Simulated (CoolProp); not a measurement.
A simple Rankine cycle with water: condensing at 290.15 K, boiler at 15.1 MPa, turbine inlet 765.8 K, turbine efficiency 0.85, pump efficiency 0.8, no recuperator. Each further row changes one setting.

Computed with CoolProp (reference Helmholtz-energy equation of state, Wagner 2002).

```csv
case,thermal efficiency (%),net work (kJ/kg),heat in (kJ/kg),turbine exit temperature (K),volume ratio over the turbine
as stated,38.2,1220,3200,290.1,2730
turbine inlet 785.8 K,38.4,1250,3260,290.1,2650
condensing temperature 282.15 K,39.0,1260,3230,282.2,4420
boiler pressure 10.6 MPa,37.4,1220,3260,290.1,1890
turbine efficiency 0.75,33.6,1070,3200,290.1,2930
```

The expansion ends wet for: as stated; turbine inlet 785.8 K; condensing temperature 282.15 K; boiler pressure 10.6 MPa; turbine efficiency 0.75.
